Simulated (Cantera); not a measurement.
Low-pressure radical oxidation in H2/O2

A perfectly stirred reactor is fed with H₂ : O₂ : N₂ = 0.015 : 1 : 1.1 (molar parts), at 24.0 Torr; it is held at 1125 K, and followed from long to short residence time.

Model: the H2/O2 subset of GRI-Mech 3.0, which has no nitrogen chemistry, integrated in Cantera. Radical loss at walls, strong at low pressure, is not modelled.

| τ (s) | x H₂ | x O₂ | x O | x HO₂ | x H₂O₂ | x H | x H₂O |
|---|---|---|---|---|---|---|---|
| 3.3 | 2.59e-5 | 0.471 | 0.000224 | 4.47e-7 | 2.02e-8 | 4.40e-6 | 0.00704 |
| 1.3 | 4.37e-5 | 0.471 | 0.000399 | 6.41e-7 | 2.56e-8 | 1.08e-5 | 0.00700 |
| 0.51 | 7.34e-5 | 0.470 | 0.000691 | 8.98e-7 | 3.19e-8 | 2.61e-5 | 0.00694 |
| 0.20 | 0.000124 | 0.470 | 0.00114 | 1.23e-6 | 3.97e-8 | 6.02e-5 | 0.00684 |
| 0.077 | 0.000217 | 0.470 | 0.00178 | 1.63e-6 | 5.06e-8 | 0.000132 | 0.00666 |
| 0.030 | 0.000389 | 0.469 | 0.00250 | 2.08e-6 | 6.65e-8 | 0.000257 | 0.00635 |
| 0.012 | 0.000714 | 0.469 | 0.00306 | 2.51e-6 | 8.99e-8 | 0.000427 | 0.00586 |
| 0.0046 | 0.00140 | 0.469 | 0.00317 | 2.89e-6 | 1.23e-7 | 0.000588 | 0.00500 |
x: mole fraction; the columns are a selection and need not sum to one.
